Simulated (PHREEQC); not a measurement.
**Metal-bearing waste water**

Solution (25 °C): 0.046 mol Pb(NO3)2, 8.5e-05 mol H3AsO4, 7.37e-05 mol HCl and 0.18 mol Na2SO4 per kg of water. Closed to the air; pH follows from the charge balance.

Equilibrium calculation in PHREEQC: ion-association model, wateq4f.dat.

```json
{
 "pH": "4.43",
 "ionic_strength": "0.462 mol/kgw",
 "activity_of_water": "0.990",
 "total_alkalinity": "-0.159 meq/kg"
}
```

```tsv
species	molality	activity	log γ
Na+	0.325	0.231	-0.148
SO4-2	0.0991	0.0210	-0.674
NO3-	0.0894	0.0554	-0.208
NaSO4-	0.0349	0.0243	-0.157
PbSO4	0.0247	0.0275	0.046
Pb(SO4)2-2	0.0106	0.00303	-0.543
Pb+2	0.00811	0.00232	-0.543
PbNO3+	0.00261	0.00191	-0.136
HSO4-	0.000113	7.59e-5	-0.173
H2AsO4-	8.42e-5	6.16e-5	-0.136
Cl-	6.81e-5	4.42e-5	-0.188
H+	4.84e-5	3.71e-5	-0.115
```

This is a speciation only: nothing precipitates in the calculation. The solution is supersaturated, for example in Anglesite, Larnakite, so a real one may precipitate; this is no full list. The database has no arsenate complexes of Pb.
